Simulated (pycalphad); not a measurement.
Computed with pycalphad from the COST 507 light-alloy database (1999), at 1 atm. The data set is of 1999 and partly superseded. The system is extrapolated from its subsystems; higher-order compounds may be missing. Amounts are mole fractions of atoms.

Problem. Give the equilibrium state of Al-0.3051Mg-4.532Si-5.988Fe (wt.%) at 737 °C.

Solution. liquid, fraction 0.970, with 0.32 Mg, 4.7 Si, 4.7 Fe wt.%; AL13FE4, fraction 0.030, with no Mg, 0.49 Si, 39.3 Fe wt.%.

Problem. Give the equilibrium state of Al-0.3051Mg-4.532Si-5.988Fe (wt.%) at 657 °C.

Solution. liquid, fraction 0.921, with 0.34 Mg, 5.0 Si, 2.5 Fe wt.%; AL13FE4, fraction 0.077, with no Mg, 0.38 Si, 39.2 Fe wt.%; ALFESI_ALPHA, fraction 0.002, with no Mg, 6.5 Si, 32.6 Fe wt.%.

Database names, with the compositions (at.%) that they take in these runs: AL13FE4: Al 76 Fe 24 Si 0; ALFESI_ALPHA: Al 73 Fe 19 Si 7. An entry "none" or "no" means that the model of the phase leaves that element out.
